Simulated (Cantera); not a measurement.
Charge: 1 mol Nb2O5, 100 mol H2, at 1100 K and 1.00 Torr.

Method: chemical equilibrium by Gibbs-energy minimisation in Cantera with the NASA 1993 tables (ideal gas, pure condensed phases). Candidate condensed phases: H2O, Nb, NbO, NbO2, Nb2O5; 12 gas species. Condensed phases not in the tables: the oxides between NbO2 and Nb2O5. The numbers say what is thermodynamically allowed, not how fast it happens.

Base state: H2 0.990, H2O 0.0100 (mole fractions); condensed: NbO2(s).

What changes in the equilibrium state with this change: temperature from 1100 K to 873 K?


```json
[
 {"species": "H2", "before": "0.990", "after": "0.998"},
 {"species": "H2O", "before": "0.0100", "after": "0.00179"},
 {"species": "NbO2(s), mol", "before": "2.00", "after": "0.359"},
 {"species": "Nb2O5(s), mol", "before": "0", "after": "0.821"}
]
```
